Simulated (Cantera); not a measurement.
Input: 1 mol trisilylamine, 18 mol NH3, at 1925 K and 0.278 Torr.

Cantera equilibrium calculation (NASA polynomials, part measured and part estimated; ideal gas, pure solids and liquids). Candidate condensed phases: Si, Si3N4; 18 gas species. The feed counts by its element totals alone. The tables' values for SiN are old estimates; treat these amounts as uncertain. Gases not in the tables: Si2H6 and higher silanes. Equilibrium is a limit: real reactors are often held back by kinetics, nucleation or transport.

Base state: H2 0.694, N2 0.216, Si 0.0470, H 0.0414, SiH 0.000614, Si2 0.000404, Si2N 0.000186, SiN 0.000132 (mole fractions); condensed: Si(l).

Q: What changes in the equilibrium state with this change: pressure from 0.278 Torr to 750 Torr?

A: 
```csv
species,before,after
H2,0.694,0.807
N2,0.216,0.192
H,0.0414,0.000859
Si,0.0470,7.92e-6
SiH2,4.73e-5,2.50e-5
Si3,8.99e-5,3.14e-9
Si2,0.000404,3.10e-8
Si2N,0.000186,7.00e-7
SiN,0.000132,1.09e-6
"Si(l), mol",0.831,0
"Si3N4(s), mol",0,0.999
```
